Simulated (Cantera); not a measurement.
Charge: 1 mol HBr, 1.7 mol O2, equilibrated at 950 °C and 585 Torr.

Equilibrium computed with Cantera from the NASA thermochemical tables; the gas is ideal and each condensed phase is pure. Candidate condensed phases: Br2, H2O; 12 gas species. The numbers say what is thermodynamically allowed, not how fast it happens.

Base state: O2 0.586, H2O 0.194, Br2 0.182, Br 0.0239, HBr 0.0148 (mole fractions); condensed: gas only.

**Question.** What changes in the equilibrium state with this change: temperature from 950 °C to 1302 °C?

**Answer.** 
```tsv
species	before	after
O2	0.586	0.552
H2O	0.194	0.164
Br	0.0239	0.148
Br2	0.182	0.0897
HBr	0.0148	0.0455
OH	7.78e-6	0.000253
```

**Question.** What changes in the equilibrium state with this change: O2 from 1.7 to 0.023 mol?

**Answer.** 
```json
[
 {"species": "HBr", "before": "0.0148", "after": "0.903"},
 {"species": "H2O", "before": "0.194", "after": "0.0457"},
 {"species": "Br2", "before": "0.182", "after": "0.0402"},
 {"species": "O2", "before": "0.586", "after": "<1e-9"},
 {"species": "Br", "before": "0.0239", "after": "0.0112"},
 {"species": "H2", "before": "5.81e-9", "after": "9.82e-5"}
]
```
